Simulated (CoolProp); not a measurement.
Saturation properties of n-perfluorobutane (Tc = 386.3 K, pc = 2.322 MPa, ω = 0.372).

Model: reference Helmholtz-energy equation of state, Gao 2022, in CoolProp.

```csv
T (K),p (MPa),liquid density (kg/m³),vapour density (kg/m³),enthalpy of vaporisation (kJ/kg),liquid cp (kJ/(kg K))
231.3,0.01442,1734,1.804,110.1,1.056
245.1,0.03099,1687,3.692,105.8,1.072
258.9,0.06025,1639,6.885,101.5,1.089
272.7,0.1079,1590,?,97.08,?
286.6,0.1813,1540,19.55,?,1.127
300.4,0.2871,1487,30.50,87.27,1.150
314.2,0.4339,1430,45.96,?,1.177
328.1,0.6327,?,67.80,75.36,1.214
341.9,0.8911,1295,98.46,68.01,?
355.7,1.222,1208,143.5,58.99,1.356
369.5,1.643,1091,216.7,46.80,1.572
```

**Question.** Fill in the missing entries.

**Answer.** 
- 272.7, vapour density (kg/m³): 11.93
- 272.7, liquid cp (kJ/(kg K)): 1.107
- 286.6, enthalpy of vaporisation (kJ/kg): 92.34
- 314.2, enthalpy of vaporisation (kJ/kg): 81.70
- 328.1, liquid density (kg/m³): 1367
- 341.9, liquid cp (kJ/(kg K)): 1.266

It boils at 271.1 K under 1 atm.
